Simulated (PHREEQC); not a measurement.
Solution (20 °C): 3.5 mmol/kgw HF, 1.6 mmol/kgw NH4HF2 and 0.69 mmol/kgw H3PO4. Closed to the air; pH follows from the charge balance.

Computed with PHREEQC (ion-association model, wateq4f.dat).

This is a speciation only: nothing precipitates in the calculation.

Q: Order these F species by the share of F that they hold, largest first: HF, H2F2, HF2-, F-.

A: HF (62 %), F- (36 %), H2F2 (1.6 %), HF2- (1.1 %)

The pH is 2.87 and the ionic strength 0.00301 mol/kgw. Species that the database lacks are ignored. H3PO4, which wateq4f.dat lacks, is added to it with the constant of phreeqc.dat.
